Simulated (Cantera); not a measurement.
Cantera run, input and output.

```python
import numpy as np
import cantera as ct

gas = ct.Solution("SiF4_NH3_mec.yaml", "gas")
gas.TPX = 1600, 101325, {'NH3': 1, 'H2': 1.3}
reactor = ct.IdealGasConstPressureReactor(gas, energy="off", clone=False)
net = ct.ReactorNet([reactor])
net.rtol, net.atol = 1e-08, 1e-18
show = ['NH3', 'H2', 'N2H2', 'N2H4', 'N2', 'NH2']
times = np.geomspace(5e-06, 2, 15)

steps = ct.SolutionArray(gas, extra=["t"])
rows = []
print(f"{'t/s':>10s}{'T/K':>9s}{'P/Pa':>11s}" + "".join(f"{s:>11s}" for s in show))
for t in times:
    while net.time < t:
        t_next = net.step()
        steps.append(gas.state, t=t_next)
    rows.append([np.interp(t, steps.t, y) for y in (steps.T, steps.P, *steps(*show).X.T)])
    print(f"{t:10.3e}{rows[-1][0]:9.1f}{rows[-1][1]:11.4g}" + "".join(f"{x:11.3e}" for x in rows[-1][2:]))
rate = np.gradient(steps.T, steps.t)
print("integrator steps:", len(steps.t))
if steps.T.max() > steps.T[0] + 200:
    print(f"time of steepest temperature rise: {steps.t[rate.argmax()]:.4e} s")
gas.TPX = 1600, 101325, {'NH3': 1, 'H2': 1.3}
gas.equilibrate("TP")
print(f"equilibrium (TP): T = {gas.T:.1f} K  " + "  ".join(f"{s} {gas[s].X[0]:.3e}" for s in show))
```

Result:

```
       t/s      T/K       P/Pa        NH3         H2       N2H2       N2H4         N2        NH2
 5.000e-06   1600.0  1.013e+05  4.348e-01  5.652e-01  9.084e-14  1.892e-13  1.024e-16  1.260e-07
 1.256e-05   1600.0  1.013e+05  4.348e-01  5.652e-01  1.271e-12  1.930e-12  9.542e-15  3.180e-07
 3.157e-05   1600.0  1.013e+05  4.348e-01  5.652e-01  1.498e-11  1.550e-11  7.757e-13  8.005e-07
 7.933e-05   1600.0  1.013e+05  4.348e-01  5.652e-01  1.386e-10  1.081e-10  5.040e-11  2.012e-06
 1.993e-04   1600.0  1.013e+05  4.348e-01  5.652e-01  1.050e-09  7.073e-10  2.414e-09  5.045e-06
 5.008e-04   1600.0  1.013e+05  4.348e-01  5.652e-01  7.158e-09  4.413e-09  7.796e-08  1.251e-05
 1.258e-03   1600.0  1.013e+05  4.347e-01  5.652e-01  4.135e-08  2.334e-08  1.586e-06  2.869e-05
 3.162e-03   1600.0  1.013e+05  4.347e-01  5.652e-01  1.154e-07  6.069e-08  1.726e-05  4.625e-05
 7.946e-03   1600.0  1.013e+05  4.345e-01  5.654e-01  1.309e-07  6.814e-08  7.795e-05  4.900e-05
 1.997e-02   1600.0  1.013e+05  4.340e-01  5.656e-01  1.307e-07  6.805e-08  2.339e-04  4.897e-05
 5.017e-02   1600.0  1.013e+05  4.329e-01  5.664e-01  1.300e-07  6.776e-08  6.242e-04  4.887e-05
 1.261e-01   1600.0  1.013e+05  4.301e-01  5.682e-01  1.284e-07  6.703e-08  1.596e-03  4.860e-05
 3.168e-01   1600.0  1.013e+05  4.233e-01  5.727e-01  1.246e-07  6.526e-08  3.988e-03  4.796e-05
 7.959e-01   1600.0  1.013e+05  4.069e-01  5.833e-01  1.156e-07  6.110e-08  9.685e-03  4.640e-05
 2.000e+00   1600.0  1.013e+05  3.708e-01  6.069e-01  9.704e-08  5.223e-08  2.229e-02  4.290e-05
integrator steps: 445
equilibrium (TP): T = 1600.0 K  NH3 1.421e-05  H2 8.484e-01  N2H2 1.691e-14  N2H4 1.137e-16  N2 1.515e-01  NH2 1.996e-09
```

Computed with Cantera and the gas-phase N/H chemistry of the illustrative SiF4/NH3 mechanism in the Surface Chemkin manual (1991). Walls and surfaces, which speed up NH3 decomposition in real reactors, are not modelled.
